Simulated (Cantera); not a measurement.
Charge: 1 mol V2O3, a varied amount of H2, at 133 Pa.

These are equilibrium values from Cantera (NASA tables, ideal gas, pure condensed phases), not measurements of a reactor. Candidate condensed phases: H2O, V, VO, V2O3, V2O4, V2O5; 12 gas species. Mutual solubility and eutectic melting of coexisting phases are not modelled. VO: taken at fixed stoichiometry. Condensed phases not in the tables: the oxides between V2O3 and V2O5 other than VO2. The numbers say what is thermodynamically allowed, not how fast it happens.

**Question.** What condenses at these points (T in K, n(H2) in mol): (1550, 15); (1600, 250); (1350, 430); (1400, 430); (1575, 15)?

**Answer.** 
```tsv
T (K)	n(H2) in mol	condensed phases	V condensed (%)
1550	15	VO + V2O3	100.0
1600	250	VO	100.0
1350	430	VO + V2O3	100.0
1400	430	VO + V2O3	100.0
1575	15	VO + V2O3	100.0
```
